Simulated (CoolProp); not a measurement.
2000 sccm (0 °C, 1 atm) of nitrogen bubbles through liquid n-heptane at 351 K and leaves saturated at a total pressure of 0.15 MPa (ideal gas phase). Each further row changes one setting.

The numbers come from the reference Helmholtz-energy equation of state, Span 2003 in CoolProp. It is a short technical equation, of lower accuracy than the large ones.

```tsv
case	vapour pressure (kPa)	mole fraction of vapour	delivery (mg/min)	delivery (sccm)	change of delivery for a bath 1 K warmer (%)
as stated	53.1	0.354	4900	1100	5.4
bath temperature 356 K	62.7	0.418	6420	1440	5.8
total pressure 0.3 MPa	53.1	0.177	1920	430	4.2
```
